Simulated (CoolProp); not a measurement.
CH3F (R41) along the isobar 22.8 MPa: fugacity coefficient from the reference equation and from simpler models built on Tc = 317.3 K, pc = 5.906 MPa, ω = 0.200; each cubic takes its own stable root.

Values from CoolProp's reference Helmholtz-energy equation of state, Lemmon 2006. It is a short technical equation, of lower accuracy than the large ones.

| T (K) | phase | reference | van der Waals | Soave-Redlich-Kwong |
|---|---|---|---|---|
| 170.8 | liquid | ___ | 0.03233 | 0.001812 |
| 196.2 | liquid | 0.007808 | 0.06331 | ___ |
| 221.6 | liquid | 0.02393 | 0.1056 | 0.02785 |
| 247 | liquid | 0.05551 | ___ | 0.06583 |
| 272.5 | liquid | 0.1060 | ___ | 0.1268 |
| 297.9 | liquid | 0.1745 | ___ | 0.2091 |
| 323.3 | supercritical | ___ | 0.3472 | ___ |
| 348.7 | supercritical | 0.3492 | 0.4135 | 0.4124 |
| 374.2 | supercritical | 0.4421 | 0.4781 | 0.5156 |
| 399.6 | supercritical | 0.5290 | 0.5391 | 0.6092 |
| 425 | supercritical | 0.6058 | 0.5954 | 0.6903 |

Q: Fill in the missing entries.

A: 
- 170.8, reference: 0.001686
- 196.2, Soave-Redlich-Kwong: 0.008805
- 247, van der Waals: 0.1575
- 272.5, van der Waals: 0.2170
- 297.9, van der Waals: 0.2809
- 323.3, reference: 0.2577
- 323.3, Soave-Redlich-Kwong: 0.3073
